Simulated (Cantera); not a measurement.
BaF₂ + O₂ + N₂ (halide evaporation, hydrolysis and transport)

Feed: 1 mol BaF₂, 1.2 mol O₂, 160 mol N₂, at 1.00 bar.

Method: chemical equilibrium by Gibbs-energy minimisation in Cantera with the NASA 1993 tables (ideal gas, pure condensed phases). Candidate condensed phases: Ba, BaF₂, BaO; 20 gas species. Kinetics and transport are ignored.

From 1298 K to 1598 K the condensed part is BaF₂(s). From 1673 K to 1823 K the condensed part is BaF₂(l). From 1898 K to 2123 K nothing is condensed. The main Ba-bearing gas is BaF₂ throughout.

```tsv
T (K)	x N₂	x O₂	x BaF₂	x NO	x O	x F	x BaF	n BaF₂(s)	n BaF₂(l)
1298	0.993	0.00740	3.38e-7	8.23e-5	1.47e-8	1.70e-12	1.67e-12	1.000	0
1373	0.992	0.00738	2.16e-6	0.000131	5.29e-8	1.77e-11	1.77e-11	1.000	0
1448	0.992	0.00735	1.11e-5	0.000197	1.67e-7	1.44e-10	1.44e-10	0.998	0
1523	0.992	0.00730	4.76e-5	0.000286	4.71e-7	9.39e-10	9.39e-10	0.992	0
1598	0.992	0.00724	0.000174	0.000400	1.21e-6	5.10e-9	5.10e-9	0.972	0
1673	0.992	0.00717	0.000544	0.000542	2.83e-6	2.33e-8	2.33e-8	0	0.912
1748	0.991	0.00707	0.00146	0.000713	6.17e-6	9.09e-8	9.09e-8	0	0.764
1823	0.989	0.00695	0.00358	0.000915	1.26e-5	3.16e-7	3.16e-7	0	0.420
1898	0.986	0.00681	0.00616	0.00115	2.42e-5	8.63e-7	8.63e-7	0	0
1973	0.986	0.00667	0.00616	0.00142	4.43e-5	1.70e-6	1.70e-6	0	0
2048	0.986	0.00650	0.00616	0.00171	7.73e-5	3.19e-6	3.19e-6	0	0
2123	0.985	0.00631	0.00616	0.00204	0.000129	5.72e-6	5.72e-6	0	0
```
x: gas mole fraction; n: condensed amount in mol.
